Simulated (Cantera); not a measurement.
A closed system holds: 1 mol V, 5.3 mol H2O, 12 mol H2, held at 10.0 mbar.

These are equilibrium values from Cantera (NASA tables, ideal gas, pure condensed phases), not measurements of a reactor. Candidate condensed phases: H2O, V, VO, V2O3, V2O4, V2O5; 12 gas species. Condensed phases not in the tables: the oxides between V2O3 and V2O5 other than VO2. Rates play no part.

### Question
What share of the V ends up in condensed phases as a function of T (K), at 2048, 2123, 2198, 2273, 2348, 2423, 2498, 2573?

### Answer
```tsv
T (K)	V condensed (%)	as
2048	86.1	V2O3(s)
2123	63.9	V2O3(s)
2198	12.6	V2O3(s)
2273	0.0	-
2348	0.0	-
2423	0.0	-
2498	0.0	-
2573	0.0	-
```
